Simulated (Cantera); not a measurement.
A perfectly stirred reactor is fed with CO : O2 : H2O : N2 = 0.017 : 0.17 : 0.00023 : 1 (molar parts), at 150000 Pa; it is held at 1275 K, and followed from long to short residence time.

Cantera simulation using GRI-Mech 3.0 (53 species, 325 reactions); the numbers are that mechanism's predictions, not measurements.

x: mole fraction; the columns are a selection and need not sum to one.

| τ (s) | x CO | x O2 | x H2O | x O | x NO | x N2O | x OH |
|---|---|---|---|---|---|---|---|
| 19 | 7.33e-5 | 0.137 | 0.000194 | 3.96e-6 | 9.95e-6 | 1.54e-6 | … |
| 5.3 | 0.000179 | 0.137 | 0.000193 | 9.36e-6 | 9.51e-6 | 2.22e-6 | … |
| 1.5 | 0.000423 | 0.137 | 0.000192 | 2.17e-5 | 7.52e-6 | 2.67e-6 | … |
| 0.41 | 0.000998 | 0.137 | 0.000191 | 4.95e-5 | 4.96e-6 | 2.81e-6 | … |
| 0.11 | 0.00229 | 0.138 | 0.000189 | 0.000107 | 2.75e-6 | 2.66e-6 | … |
| 0.031 | 0.00472 | 0.139 | 0.000186 | 0.000201 | 1.26e-6 | 2.27e-6 | … |
| 0.0088 | 0.00840 | 0.140 | 0.000183 | 0.000306 | 3.97e-7 | 1.60e-6 | … |
| 0.0024 | 0.0122 | 0.142 | 0.000184 | 0.000309 | 4.90e-8 | 6.77e-7 | … |

Task: Some entries are withheld; supply them.

Result: 
- 19, x OH: 2.38e-6
- 5.3, x OH: 3.43e-6
- 1.5, x OH: 4.97e-6
- 0.41, x OH: 7.23e-6
- 0.11, x OH: 1.03e-5
- 0.031, x OH: 1.36e-5
- 0.0088, x OH: 1.60e-5
- 0.0024, x OH: 1.42e-5
